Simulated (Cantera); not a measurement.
Input: 1 mol Ti(OiPr)₄, 3.9 mol CH₄, equilibrated at 1400 °C and 1.00 Torr.

These are equilibrium values from Cantera (NASA tables, ideal gas, pure condensed phases), not measurements of a reactor. Candidate condensed phases: C, C₆H₆, C₇H₈, C₈H₁₈, H₂O, Ti, TiC, TiO, TiO₂, Ti₂O₃, Ti₃O₅, Ti₄O₇; 113 gas species. The feed counts by its element totals alone. TiC: taken at fixed stoichiometry. Equilibrium is a limit: real reactors are often held back by kinetics, nucleation or transport.

Base state: H₂ 0.842, CO 0.155, H 0.00287, C₂H₂ (acetylene) 4.81e-5 (mole fractions); condensed: C(graphite) + TiC(s).

Task: What changes in the equilibrium state with this change: temperature from 1400 °C to 1850 °C?

Result: 
```json
[
 {"species": "H₂", "before": "0.842", "after": "0.764"},
 {"species": "CO", "before": "0.155", "after": "0.148"},
 {"species": "H", "before": "0.00287", "after": "0.0859"},
 {"species": "C₂H₂ (acetylene)", "before": "4.81e-5", "after": "0.00127"},
 {"species": "C(graphite), mol", "before": "10.9", "after": "10.8"},
 {"species": "TiC(s), mol", "before": "1.00", "after": "1.000"}
]
```
